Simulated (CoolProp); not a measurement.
Computed with CoolProp (reference Helmholtz-energy equation of state, Lemmon 2016).

Task: For R227EA, give the phase and the cp (kJ/(kg K)), speed of sound (m/s), viscosity (µPa s), Prandtl number at 475 K and 133 kPa; 475 K and 798 kPa; 475 K and 1200 kPa.

Result: 
- 475 K and 133 kPa: gas; cp 1.04, speed of sound 155, viscosity 18.2, Prandtl number 0.696
- 475 K and 798 kPa: gas; cp 1.05, speed of sound 151, viscosity 18.5, Prandtl number 0.699
- 475 K and 1200 kPa: gas; cp 1.06, speed of sound 148, viscosity 18.7, Prandtl number 0.703

Viscosity comes from a separate model (Huber 2003), an estimate that may be off by 10 % or more. Thermal conductivity comes from a separate model (Huber 2003), an estimate that may be off by 10 % or more.
